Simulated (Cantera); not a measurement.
A closed system holds: 1 mol Hg, 0.13 mol O2, 28 mol H2, at 948 K and 1.33 mbar.

Equilibrium computed with Cantera from the NASA thermochemical tables; the gas is ideal and each condensed phase is pure. Candidate condensed phases: H2O, Hg, HgO; 10 gas species. Equilibrium is a limit: real reactors are often held back by kinetics, nucleation or transport.

### Question
What is the equilibrium state?

### Answer
- x(H2) = 0.957
- x(Hg) = 0.0345
- x(H2O) = 0.00897
- gas amount = 29.00 mol
- log10 activity of Hg(l) (absent) = -5.96
